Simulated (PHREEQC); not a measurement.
Make-up at 25 °C: 12 mmol/kgw CdCl2 and 0.61 mmol/kgw NaOH. Closed to the air; pH follows from the charge balance.

Model: ion-association model, wateq4f.dat, run in PHREEQC.

```json
[
 {"quantity": "pH", "before": "8.44", "after": "8.31"},
 {"quantity": "ionic strength (mol/kgw)", "before": "0.0233", "after": "0.0232"},
 {"quantity": "Cl- (mol/kgw)", "before": "0.0176", "after": "0.0175"},
 {"quantity": "Cd+2 (mol/kgw)", "before": "0.00576", "after": "0.00570"},
 {"quantity": "CdCl+ (mol/kgw)", "before": "0.00534", "after": "0.00539"},
 {"quantity": "CdOHCl (mol/kgw)", "before": "0.000516", "after": "0.000473"},
 {"quantity": "SI of CdOHCl (CdOHCl)", "before": "+0.60", "after": "+0.63"}
]
```

Q: What was changed between the two runs?
A. CdCl2 from 0.012 to 0.06 mol/kgw
B. NaOH left out
C. temperature from 25 to 35 °C
D. NaOH from 0.00061 to 6.1e-05 mol/kgw
E. NaOH from 0.00061 to 0.000305 mol/kgw

A: C, temperature from 25 to 35 °C

Precipitation was switched off in this run. Some of these states are supersaturated (in CdOHCl, Cd(OH)2, for instance).
